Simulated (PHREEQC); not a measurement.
## Spent oxide etchant: speciation

A solution holds 0.051 mol NH4HF2, 0.017 mol H2SiF6, 0.00017 mol H3AsO4 and 0.00013 mol HCl per kg of water, at 20 °C. Closed to the air; pH follows from the charge balance.

All values are PHREEQC results (ion-association model, wateq4f.dat), not measurements.

Precipitation was switched off in this run.

Problem. What pH, ionic strength does the model give?

Solution. pH 2.50; ionic strength 0.0718 mol/kgw.

Problem. In which forms is F present?

Solution. SiF6-2 50 %, HF 28 %, H2F2 10 %, F- 8.3 %, HF2- 3.5 % of the F.

Complexes and solids missing from the database can't appear. wateq4f.dat counts part of the HF as a dimer, H2F2, which phreeqc.dat doesn't know; its constant is uncertain. SiF6-2 is the database's only silicon fluoride.
